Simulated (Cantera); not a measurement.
# Adiabatic ignition

An adiabatic, constant-pressure homogeneous reactor starts with H2 : O2 : N2 = 1 : 0.294 : 1.11 (molar parts), at 1150 K and 8.20 bar.

Detailed kinetics in Cantera: GRI-Mech 3.0 (53 species, 325 reactions). The hydrogen kinetics of GRI-Mech 3.0 are dated; newer H2 mechanisms differ, most at raised pressure.

| t (s) | T (K) | x H2 | x O2 | x H2O2 | x NO | x OH | x HO2 | x NO2 |
|---|---|---|---|---|---|---|---|---|
| 5.00e-6 | 1150 | 0.416 | 0.122 | 5.30e-9 | <1e-12 | 3.01e-10 | 1.82e-7 | <1e-12 |
| 1.26e-5 | 1150 | 0.416 | 0.122 | 3.87e-8 | <1e-12 | 4.46e-10 | 5.40e-7 | <1e-12 |
| 3.16e-5 | 1150 | 0.416 | 0.122 | 2.96e-7 | <1e-12 | 1.15e-9 | 1.94e-6 | <1e-12 |
| 7.93e-5 | 1150 | 0.416 | 0.122 | 4.00e-6 | <1e-12 | 9.76e-9 | 1.50e-5 | <1e-12 |
| 0.000199 | 2739 | 0.188 | 0.000249 | 1.89e-7 | 6.33e-5 | 0.00678 | 7.34e-7 | 3.32e-9 |
| 0.000501 | 2788 | 0.191 | 0.000107 | 9.87e-8 | 0.000436 | 0.00474 | 2.65e-7 | 1.92e-8 |
| 0.00126 | 2787 | 0.191 | 0.000106 | 9.78e-8 | 0.000652 | 0.00471 | 2.61e-7 | 2.85e-8 |
| 0.00316 | 2787 | 0.191 | 0.000106 | 9.77e-8 | 0.000662 | 0.00471 | 2.61e-7 | 2.89e-8 |
| 0.00795 | 2787 | 0.191 | 0.000106 | 9.77e-8 | 0.000662 | 0.00471 | 2.61e-7 | 2.89e-8 |
| 0.0200 | 2787 | 0.191 | 0.000106 | 9.77e-8 | 0.000662 | 0.00471 | 2.61e-7 | 2.89e-8 |
| 0.0502 | 2787 | 0.191 | 0.000106 | 9.77e-8 | 0.000662 | 0.00471 | 2.61e-7 | 2.89e-8 |
| 0.126 | 2787 | 0.191 | 0.000106 | 9.77e-8 | 0.000662 | 0.00471 | 2.61e-7 | 2.89e-8 |
| 0.317 | 2787 | 0.191 | 0.000106 | 9.77e-8 | 0.000662 | 0.00471 | 2.61e-7 | 2.89e-8 |
| 0.796 | 2787 | 0.191 | 0.000106 | 9.77e-8 | 0.000662 | 0.00471 | 2.61e-7 | 2.89e-8 |
| 2.00 | 2787 | 0.191 | 0.000106 | 9.77e-8 | 0.000662 | 0.00471 | 2.61e-7 | 2.89e-8 |
x: mole fraction; the columns are a selection and need not sum to one.

The time of steepest temperature rise is 0.191 ms. The temperature at 2.00 s is 2787 K and the equilibrium temperature is 2787 K. The x(H2) at 2.00 s is 0.191 (gas-phase equilibrium 0.191). The x(O2) at 2.00 s comes out as 0.000106 (gas-phase equilibrium 0.000106) and the x(H2O2) at 2.00 s comes out as 9.77e-8 (gas-phase equilibrium 9.77e-8).
